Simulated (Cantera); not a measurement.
Input (Python, Cantera) and output of one run.

```python
import numpy as np
import cantera as ct

gas_names = """
    CL CLF CLF3 CL2 F F2 H HCL HF H2 H2F2 H3F3 H4F4 H5F5 H6F6 H7F7 Si SiCL SiCL2 SiCL3 SiCL4 SiF SiF2
    SiF3 SiF4 SiH SiHCL3 SiHF3 SiH2 SiH2CL2 SiH2F2 SiH3 SiH3CL SiH3F SiH4 Si2 Si3
""".split()
cond_names = """
    Si(cr) Si(L)
""".split()


# ... load() reads the species with a 1 bar reference pressure and builds the phases ...
atoms = {
    'Si': {'Si': 1},
    'HCl': {'H': 1, 'CL': 1},
    'F2': {'F': 2},
}
top_T = {}  # K; cautious upper limits of use, not melting points


# ... equilibrate(T, P, feed) seeds the gas with the atoms and calls Mixture.equilibrate('TP', solver="vcs", rtol=1e-11, max_steps=5000) ...
results = []
feed = {'Si': 1, 'HCl': 21, 'F2': 9.8}  # mol
T = 525  # K
P = 13332.2  # Pa
mix = equilibrate(T, P, feed)
results.append((T, P, feed, dict(zip(mix.species_names, mix.species_moles))))
print(gas.report(threshold=0.001))
for i in range(1, mix.n_phases):
    print(f"{mix.phase(i).name:16s} {mix.phase_moles(i):12.5e} mol")
```

Result:

```
       temperature   525 K
          pressure   13332 Pa
           density   0.11952 kg/m^3
  mean mol. weight   39.131 kg/kmol
   phase of matter   gas

                          1 kg             1 kmol
                     ---------------   ---------------
          enthalpy       -5.2698e+06       -2.0621e+08  J
   internal energy       -5.3813e+06       -2.1058e+08  J
           entropy            6060.2        2.3714e+05  J/K
    Gibbs function       -8.4514e+06       -3.3071e+08  J
 heat capacity c_p            846.58             33128  J/K
 heat capacity c_v            634.11             24813  J/K

                      mass frac. Y      mole frac. X     chem. pot. / RT
                     ---------------   ---------------   ---------------
               CL2           0.47426           0.26175           -30.746
               HCL           0.16883           0.18121           -47.818
                HF           0.26761           0.52344           -86.471
              SiF4          0.089256          0.033558           -410.68
     [  +33 minor]        3.6827e-05        3.6015e-05

Si(cr)            0.00000e+00 mol
```

Cantera equilibrium calculation (NASA polynomials, part measured and part estimated; ideal gas, pure solids and liquids).
